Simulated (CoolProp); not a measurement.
Vapour-liquid equilibrium of dimethyl ether (1) + R227EA (2) at 171 kPa; x and y are mole fractions of (1).

Values from CoolProp's multi-fluid Helmholtz-energy mixture model, Wu 2011 and Lemmon 2016; pair parameters Bell 2016.

Problem. Give the bubble temperature and the first vapour's composition at x = 0.15, 0.75, 0.95. Is there an azeotrope?

Solution. x = 0.15: 272.8 K, y = 0.091; x = 0.75: 266.6 K, y = 0.884; x = 0.95: 262.1 K, y = 0.984. y crosses x between x = 0.25 and 0.35: the model has an azeotrope there.

Pair parameters are fitted to limited data, so mixtures are less certain than the pure fluids.
